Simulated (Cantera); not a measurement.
# Thermal oxidation and active oxidation of silicon: Si + CO2 + H2 + N2O

Charge: 1 mol Si, 0.028 mol CO2, 140 mol H2, 1.7 mol N2O, held at 1048.15 K and 3.60 bar.

Equilibrium computed with Cantera from the NASA thermochemical tables; the gas is ideal and each condensed phase is pure. Candidate condensed phases: C, C6H6, C7H8, C8H18, H2O, Si, SiC, SiO2, Si2N2O, Si3N4; 151 gas species. Mutual solubility and eutectic melting of coexisting phases are not modelled. Kinetics and transport are ignored.

The x(H2) comes out as 0.988. The x(N2) is 0.0113 and the x(CH4) is 0.000198. The x(NH3) comes out as 0.000162 and the x(H2O) is 6.41e-5. The n(SiO2(β-quartz)) is 0.831 mol and the n(Si2N2O(s)) is 0.0844 mol. The gas amount is 141.6 mol. The log10 activity of C(graphite) (absent) comes out as -3.02 and the log10 activity of Si(s) (absent) is -8.67.
